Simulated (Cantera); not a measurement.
Input (Python, Cantera):

```python
import numpy as np
import cantera as ct

gas = ct.Solution("gri30.yaml")
gas.TPX = 698, 110000, {'CH4': 1, 'H2': 0.83, 'O2': 2.62, 'N2': 9.87, 'H2O': 0.6}
flame = ct.FreeFlame(gas, width=0.037)
flame.set_refine_criteria(ratio=3, slope=0.08, curve=0.16)
flame.transport_model = "mixture-averaged"
flame.solve(loglevel=0, auto=True)
z, T = flame.grid, flame.T
thick = (T[-1] - T[0]) / np.gradient(T, z).max()
show = ['CH4', 'H2', 'O2', 'HCO', 'OH', 'CH2']
print(f"laminar burning velocity  {flame.velocity[0] * 100:.3f} cm/s")
print(f"burnt temperature         {T[-1]:.1f} K")
print(f"thermal thickness         {thick * 1e3:.4f} mm")
print(f"grid points               {len(z)}")
z0 = z[flame.heat_release_rate.argmax()]
print(f"{'z/mm':>9s}{'T/K':>9s}{'u/(m/s)':>9s}" + "".join(f"{s:>11s}" for s in show))
rows = []
for k in (-3, -2, -1.5, -1, -0.5, -0.25, 0, 0.25, 0.5, 1, 2, 4, 8):
    zz = z0 + k * thick
    rows.append([k * thick, np.interp(zz, z, T), np.interp(zz, z, flame.velocity),
                 *(np.interp(zz, z, flame.X[gas.species_index(s)]) for s in show)])
    print(f"{rows[-1][0] * 1e3:9.3f}{rows[-1][1]:9.1f}{rows[-1][2]:9.3f}" + "".join(f"{x:11.3e}" for x in rows[-1][3:]))
```

Output:

```
laminar burning velocity  218.792 cm/s
burnt temperature         2348.1 K
thermal thickness         0.2730 mm
grid points               149
     z/mm      T/K  u/(m/s)        CH4         H2         O2        HCO         OH        CH2
   -0.819    698.0    2.187  6.705e-02  5.530e-02  1.757e-01  1.639e-18  1.354e-12  2.475e-19
   -0.546    698.6    2.187  6.708e-02  5.445e-02  1.758e-01  4.144e-15  4.401e-10  1.859e-15
   -0.409    701.6    2.194  6.705e-02  5.318e-02  1.759e-01  1.054e-12  1.948e-08  5.541e-13
   -0.273    725.9    2.266  6.613e-02  5.024e-02  1.751e-01  8.845e-10  1.773e-06  6.128e-10
   -0.136    966.8    3.021  5.440e-02  4.380e-02  1.593e-01  8.452e-07  8.216e-05  3.807e-07
   -0.068   1315.1    4.135  3.405e-02  3.917e-02  1.281e-01  1.653e-05  5.335e-04  8.493e-06
    0.000   1691.5    5.361  9.930e-03  3.205e-02  8.271e-02  6.907e-05  3.069e-03  4.755e-05
    0.068   1869.5    5.940  1.010e-03  2.280e-02  5.151e-02  2.947e-05  7.980e-03  1.824e-05
    0.136   1925.6    6.104  5.288e-05  1.787e-02  3.926e-02  2.524e-06  1.090e-02  1.362e-06
    0.273   1988.1    6.267  1.337e-07  1.602e-02  3.258e-02  6.862e-08  1.222e-02  4.457e-09
    0.546   2067.7    6.478  1.225e-11  1.470e-02  2.886e-02  3.376e-08  1.227e-02  5.696e-13
    1.092   2156.3    6.716  2.005e-16  1.202e-02  2.573e-02  1.677e-08  1.147e-02  2.103e-16
    2.184   2238.7    6.934  6.071e-17  8.928e-03  2.276e-02  7.067e-09  1.003e-02  8.685e-17
```

Cantera simulation using GRI-Mech 3.0 (53 species, 325 reactions); the numbers are that mechanism's predictions, not measurements. Burning velocities carry a grid error of a few per cent, more on coarse grids.
